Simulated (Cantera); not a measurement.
A Cantera script and its output.

```python
import numpy as np
import cantera as ct

gas = ct.Solution("gri30.yaml")
gas.TPX = 650, 590000, {'CH4': 1.5, 'C2H6': 0.13, 'C3H8': 0.43, 'O2': 3.07, 'N2': 11.5}
inlet = ct.Reservoir(gas, clone=True)
gas.equilibrate("HP")  # start burning
reactor = ct.IdealGasConstPressureReactor(gas, energy="on", clone=False)
exhaust = ct.Reservoir(gas, clone=True)
tau = [0.26, 0.089, 0.03, 0.0099, 0.0033, 0.0011, 0.00037, 0.00012, 4.2e-05, 1.4e-05][0]
for a, b in ((inlet, reactor), (reactor, exhaust)):
    ct.MassFlowController(a, b, mdot=lambda t: reactor.mass / tau)
net = ct.ReactorNet([reactor])
show = ['CH4', 'C2H6', 'C3H8', 'H', 'O', 'CH2CO', 'OH']

rows = []
print(f"{'tau/s':>10s}{'T/K':>9s}" + "".join(f"{s:>11s}" for s in show))
for tau in [0.26, 0.089, 0.03, 0.0099, 0.0033, 0.0011, 0.00037, 0.00012, 4.2e-05, 1.4e-05]:
    net.initial_time = 0.0
    net.advance(30 * tau)
    before = gas.X
    net.advance(40 * tau)
    drift = np.max(np.abs(gas.X - before) / (gas.X + 1e-9))
    rows.append([gas.T, *gas[show].X, drift])
    print(f"{tau:10.3e}{gas.T:9.1f}" + "".join(f"{x:11.3e}" for x in gas[show].X))
```

It prints:

```
     tau/s      T/K        CH4       C2H6       C3H8          H          O      CH2CO         OH
 2.600e-01   1977.7  1.518e-03  2.385e-07  6.360e-08  2.171e-04  4.298e-08  1.664e-06  2.191e-05
 8.900e-02   1985.6  2.716e-03  8.290e-07  1.753e-07  2.317e-04  7.748e-08  4.629e-06  2.562e-05
 3.000e-02   1995.6  4.284e-03  2.468e-06  4.823e-07  2.536e-04  1.646e-07  1.174e-05  3.218e-05
 9.900e-03   2004.9  6.139e-03  6.705e-06  1.348e-06  2.844e-04  3.912e-07  2.772e-05  4.289e-05
 3.300e-03   2007.8  8.156e-03  1.726e-05  3.795e-06  3.257e-04  9.776e-07  6.168e-05  5.841e-05
 1.100e-03   1995.4  1.046e-02  4.596e-05  1.128e-05  3.759e-04  2.528e-06  1.358e-04  7.820e-05
 3.700e-04   1946.8  1.395e-02  1.457e-04  3.929e-05  4.049e-04  6.551e-06  3.202e-04  9.380e-05
 1.200e-04    650.0  9.020e-02  7.817e-03  2.586e-02  4.127e-25  7.208e-23 -1.586e-17  2.027e-21
 4.200e-05    650.0  9.020e-02  7.817e-03  2.586e-02  1.191e-25  2.037e-23  5.557e-22  5.778e-22
 1.400e-05    650.0  9.020e-02  7.817e-03  2.586e-02  3.981e-26  6.572e-24  2.200e-23  1.906e-22
```

Detailed kinetics in Cantera: GRI-Mech 3.0 (53 species, 325 reactions). GRI-Mech 3.0 was tuned for natural gas; its chemistry of propane as a main component is partial and can be far from experiment.
